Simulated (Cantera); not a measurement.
Gas mixture: 35.1 % N2, 64.9 % O2, at 2.33 Torr, frozen composition.

Cantera's kinetic-theory transport with the Lennard-Jones parameters of GRI-Mech 3.0, ideal gas; thermal conductivity in the mixture-averaged form.

One state of this run: ρ (kg/m³) = 0.00134; cp (J/kg/K) = 1087; μ (µPa s) = 41.0; λ (mW/m/K) = 62.9; Pr = 0.709; D (cm²/s) H = 2490; D (cm²/s) NO = 398; D (cm²/s) H2 = 1500. D: mixture-averaged diffusion coefficient of that species in the mixture.

Which value of T (K) does it belong to?
(A) 400
(B) 550
(C) 1000
(D) 850

D, 850
